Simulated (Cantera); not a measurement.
A perfectly stirred reactor is fed with CH₄ : H₂ : O₂ = 0.0036 : 1 : 0.017 (molar parts), at 1330 Pa; it is held at 2248 K, and followed from long to short residence time.

Model: GRI-Mech 3.0 (53 species, 325 reactions), integrated in Cantera. Radical loss at walls, strong at low pressure, is not modelled.

Question: What does this change do: CH4 0.0036 to 0.0025 parts?

Answer: 
```json
[
 {"quantity": "x(CH₄) at τ = 0.700 s", "before": "2.40e-5", "after": "1.50e-5"},
 {"quantity": "x(H₂) at τ = 0.700 s", "before": "0.926", "after": "0.925"},
 {"quantity": "x(O₂) at τ = 0.700 s", "before": "2.53e-6", "after": "2.48e-6"},
 {"quantity": "x(C₂H₂) at τ = 0.700 s", "before": "4.01e-6", "after": "1.59e-6"},
 {"quantity": "x(H₂O) at τ = 0.700 s", "before": "0.0293", "after": "0.0304"},
 {"quantity": "x(CH₄) at τ = 53.0 ms", "before": "0.000364", "after": "0.000255"},
 {"quantity": "x(H₂) at τ = 53.0 ms", "before": "0.935", "after": "0.934"},
 {"quantity": "x(O₂) at τ = 53.0 ms", "before": "4.23e-5", "after": "4.13e-5"},
 {"quantity": "x(C₂H₂) at τ = 53.0 ms", "before": "0.000303", "after": "0.000158"},
 {"quantity": "x(H₂O) at τ = 53.0 ms", "before": "0.0306", "after": "0.0313"}
]
```
The temperature is held fixed by assumption; the heat of reaction is taken as removed at once.

Question: What does this change do: pressure from 1330 Pa to 2200 Pa?

Answer: 
```tsv
quantity	before	after
x(CH₄) at τ = 0.700 s	2.40e-5	1.63e-5
x(H₂) at τ = 0.700 s	0.926	0.928
x(O₂) at τ = 0.700 s	2.53e-6	1.61e-6
x(C₂H₂) at τ = 0.700 s	4.01e-6	1.78e-6
x(H₂O) at τ = 0.700 s	0.0293	0.0293
x(CH₄) at τ = 53.0 ms	0.000364	0.000270
x(H₂) at τ = 53.0 ms	0.935	0.935
x(O₂) at τ = 53.0 ms	4.23e-5	2.58e-5
x(C₂H₂) at τ = 53.0 ms	0.000303	0.000206
x(H₂O) at τ = 53.0 ms	0.0306	0.0303
```

Question: What does this change do: temperature 2248 to 2650 K?

Answer: 
```csv
quantity,before,after
x(CH₄) at τ = 0.700 s,2.40e-5,4.21e-8
x(H₂) at τ = 0.700 s,0.926,0.722
x(O₂) at τ = 0.700 s,2.53e-6,6.15e-6
x(C₂H₂) at τ = 0.700 s,4.01e-6,1.70e-10
x(H₂O) at τ = 0.700 s,0.0293,0.0238
x(CH₄) at τ = 53.0 ms,0.000364,4.07e-5
x(H₂) at τ = 53.0 ms,0.935,0.891
x(O₂) at τ = 53.0 ms,4.23e-5,1.29e-5
x(C₂H₂) at τ = 53.0 ms,0.000303,1.35e-5
x(H₂O) at τ = 53.0 ms,0.0306,0.0284
```
